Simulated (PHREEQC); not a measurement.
Brine

Make-up at 25 °C: 0.73 mol CaCl2, 0.55 mol H3BO3 and 0.44 mol NaCl per kg of water. Closed to the air; pH follows from the charge balance.

The numbers come from PHREEQC with the Pitzer model, pitzer.dat.

Precipitation was switched off in this run.

Task: Estimate the pH, osmotic coefficient.

Result: pH 3.50; osmotic coefficient 1.061.

In brines, pH and single-ion activities rest on the MacInnes convention.
